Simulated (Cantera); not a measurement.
Feed: 1 mol C3H6, 0.78 mol H2, 0.034 mol O2, held at 190 Pa.

These are equilibrium values from Cantera (NASA tables, ideal gas, pure condensed phases), not measurements of a reactor. Candidate condensed phases: C, C6H6, C7H8, C8H18, H2O; 110 gas species. The numbers say what is thermodynamically allowed, not how fast it happens.

Question: What share of the C ends up in condensed phases as a function of T (K), at 2173, 2248, 2323, 2398, 2473, 2548, 2623, 2698, 2773, 2848, 2923?

Answer: 
```csv
T (K),C condensed (%),as
2173,97.2,C(graphite)
2248,97.0,C(graphite)
2323,96.6,C(graphite)
2398,96.2,C(graphite)
2473,95.7,C(graphite)
2548,95.0,C(graphite)
2623,93.8,C(graphite)
2698,91.3,C(graphite)
2773,85.1,C(graphite)
2848,69.5,C(graphite)
2923,29.9,C(graphite)
```
